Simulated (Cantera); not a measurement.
A closed system holds: 1 mol B2H6, 1.9 mol NH3, 160 mol H2, held at 1200 °C and 0.133 bar.

Equilibrium computed with Cantera from the NASA thermochemical tables; the gas is ideal and each condensed phase is pure. Candidate condensed phases: B, BN; 15 gas species. The feed counts by its element totals alone. Mutual solubility and eutectic melting of coexisting phases are not modelled. Kinetics and transport are ignored.

Base state: H2 1.000, H 3.47e-5 (mole fractions); condensed: B(s) + BN(s).

Q: What changes in the equilibrium state with this change: B2H6 replaced by B2O3?

A: 
```
species        before     after
------------  -------  --------
H2              1.000     0.991
N2            1.97e-8   0.00548
HBO2                0   0.00138
HBO                 0  0.000897
H2O                 0  0.000704
B2O3                0   9.30e-5
H             3.47e-5   3.46e-5
B(s), mol      0.0984         0
BN(s), mol       1.90     0.102
B2O3(l), mol        0     0.745
```
Further candidate phases: B2O3, B3O3H3, H2O.
